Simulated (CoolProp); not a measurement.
Vapour-liquid equilibrium of R13 (1) + n-butane (2) at 48.3 kPa; x and y are mole fractions of (1).

Values from CoolProp's multi-fluid Helmholtz-energy mixture model, Platzer 1990 and Bücker 2006; pair parameters Bell 2016. This equation is an older, rougher fit; its heat capacities, sound speeds and derivatives of the liquid may be far off and weren't checked against measurements.

**Question.** Give the bubble temperature and the first vapour's composition at x = 0.05, 0.5, 0.8. Is there an azeotrope?

**Answer.** x = 0.05: 219.5 K, y = 0.847; x = 0.5: 185.3 K, y = 0.992; x = 0.8: 181.7 K, y = 0.996. No azeotrope shows between x = 0.05 and 0.95.

Pair parameters are fitted to limited data, so mixtures are less certain than the pure fluids. With so large a gap from Raoult's law the liquid may split in two, which this calculation doesn't test in full.
